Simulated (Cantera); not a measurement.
**Dilute partial oxidation**

A perfectly stirred reactor is fed with 1.75 % CH4, 0.770 % O2, 97.5 % N2, equivalence ratio 4.6, at 750 Torr; it is held at 1525 K, and followed from long to short residence time.

Cantera simulation using GRI-Mech 3.0 (53 species, 325 reactions); the numbers are that mechanism's predictions, not measurements.

```tsv
τ (s)	x CH4	x O2	x NO	x OH	x CO
0.87	0.00509	0.000287	7.86e-9	9.67e-8	0.00508
0.38	0.00588	0.000535	9.45e-9	1.31e-7	0.00492
0.17	0.00677	0.000953	1.08e-8	1.80e-7	0.00468
0.074	0.00795	0.00171	1.09e-8	2.56e-7	0.00419
0.032	0.00976	0.00310	8.03e-9	3.46e-7	0.00320
0.014	0.0132	0.00561	1.81e-9	3.06e-7	0.00135
0.0063	0.0167	0.00741	3.41e-11	9.11e-8	0.000154
0.0027	0.0174	0.00766	2.03e-12	3.13e-8	1.24e-5
0.0012	0.0175	0.00769	<1e-12	1.52e-8	9.14e-7
0.00053	0.0175	0.00770	<1e-12	8.45e-9	6.02e-8
0.00023	0.0175	0.00770	<1e-12	5.20e-9	3.98e-9
```
x: mole fraction; the columns are a selection and need not sum to one.
